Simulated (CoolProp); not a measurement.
C2F6 (R116) along the isotherm 330.2 K: fugacity coefficient from the reference equation and from simpler models built on Tc = 293.0 K, pc = 3.048 MPa, ω = 0.257; each cubic takes its own stable root.

The numbers come from the reference Helmholtz-energy equation of state, Lemmon 2006 in CoolProp. It is a short technical equation, of lower accuracy than the large ones.

| p (MPa) | phase | reference |
|---|---|---|
| 2.54 | gas | 0.8231 |
| 5.08 | supercritical | 0.6599 |
| 7.62 | supercritical | 0.5354 |
| 10.2 | supercritical | 0.4628 |
| 12.7 | supercritical | 0.4218 |
| 15.2 | supercritical | 0.3967 |
| 17.8 | supercritical | 0.3811 |
| 20.3 | supercritical | 0.3727 |
| 22.9 | supercritical | 0.3690 |
| 25.4 | supercritical | 0.3690 |
| 27.9 | supercritical | 0.3718 |
| 30.5 | supercritical | 0.3772 |

Problem. How far does each simpler model (van der Waals, Soave-Redlich-Kwong, Peng-Robinson) lie from the reference over these 12 states: mean and median of the absolute difference, and the worst?

Solution. 
- van der Waals: mean 8.4 %, median 5.5 %, worst +22.1 % at 330.2 K and 30.5 MPa
- Soave-Redlich-Kwong: mean 5.2 %, median 6.3 %, worst +7.8 % at 330.2 K and 30.5 MPa
- Peng-Robinson: mean 4.8 %, median 4.1 %, worst -8.1 % at 330.2 K and 30.5 MPa
